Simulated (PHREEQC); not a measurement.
Model water analysis in mg/kgw, 25 °C, pH 6.44, pe 8.6:

```json
[
 {"constituent": "Na", "mg/kgw": "1.75"},
 {"constituent": "K", "mg/kgw": "2.51"},
 {"constituent": "Ca", "mg/kgw": "3.04"},
 {"constituent": "Mg", "mg/kgw": "0.806"},
 {"constituent": "Cl", "mg/kgw": "4.27"},
 {"constituent": "S(6) as SO4", "mg/kgw": "1.49"},
 {"constituent": "Alkalinity as HCO3", "mg/kgw": "12.2"},
 {"constituent": "Si as SiO2", "mg/kgw": "0.0414"},
 {"constituent": "Ba", "mg/kgw": "0.0363"},
 {"constituent": "Zn", "mg/kgw": "0.0417"}
]
```

Valence states are taken as typed.

Model: ion-association model, wateq4f.dat, run in PHREEQC.

Each row changes one thing in this solution. Precipitation was switched off in this run.

```tsv
case	CO2 (mol/kgw)	CaSO4 (mol/kgw)	MgSO4 (mol/kgw)	CO3-2 (mol/kgw)	KSO4- (mol/kgw)	NaSO4- (mol/kgw)	SI of Quartz (SiO2)
as made	0.000159	1.88e-7	9.65e-8	2.78e-8	6.21e-9	5.25e-9	-2.18
Cl from 4.27 to 2.13 mg/kgw	0.000159	1.89e-7	9.70e-8	2.78e-8	6.23e-9	5.27e-9	-2.18
S(6) from 1.49 to 0.745 mg/kgw	0.000159	9.43e-8	4.84e-8	2.78e-8	3.11e-9	2.63e-9	-2.18
pH from 6.44 to 5.5 at the same alkalinity	(withheld)	1.88e-7	9.64e-8	(withheld)	6.21e-9	5.25e-9	-2.18
```

Q: Complete the blanks.

A: 
- pH from 6.44 to 5.5 at the same alkalinity, CO2 (mol/kgw): 0.00141
- pH from 6.44 to 5.5 at the same alkalinity, CO3-2 (mol/kgw): 3.24e-9
